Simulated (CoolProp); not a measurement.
Vapour-liquid equilibrium of CH2F2 (R32) (1) + methanol (2) at 319.9 K; x and y are mole fractions of (1).

Values from CoolProp's multi-fluid Helmholtz-energy mixture model, Tillner-Roth 1997 and de Reuck 1993; pair parameters Bell 2016.

Q: Give the bubble pressure and the first vapour's composition at x = 0.05, 0.65, 0.8. Is there an azeotrope?

A: x = 0.05: 410.7 kPa, y = 0.880; x = 0.65: 2156 kPa, y = 0.975; x = 0.8: 2361 kPa, y = 0.980. No azeotrope shows between x = 0.05 and 0.95.

Pair parameters are fitted to limited data, so mixtures are less certain than the pure fluids. The gap from Raoult's law changes sign with composition, which may be real or a fault of the pair parameters; it wasn't checked against measurements. With so large a gap from Raoult's law the liquid may split in two, which this calculation doesn't test in full.
